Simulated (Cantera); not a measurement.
A freely propagating, adiabatic, planar premixed flame of H₂ : O₂ : N₂ = 1 : 0.385 : 1.45 (molar parts), equivalence ratio 1.3, unburnt at 450 K and 760 Torr; mixture-averaged transport, grid criteria slope 0.08 and curve 0.16, no radiation.

Detailed kinetics in Cantera: the H2/O2 subset of GRI-Mech 3.0, which has no nitrogen chemistry. Burning velocities carry a grid error of a few per cent, more on coarse grids.

Question: What does this change do: inlet temperature 450 to 575 K?

Answer: 
| quantity | before | after |
|---|---|---|
| laminar burning velocity | 535 cm/s | 796 cm/s |
| thermal thickness | 0.402 mm | 0.447 mm |
| peak x(HO₂) | 0.000414 | 0.000308 |
| peak x(H₂O₂) | 4.79e-5 | 1.57e-5 |
| peak x(O) | 0.00841 | 0.00972 |
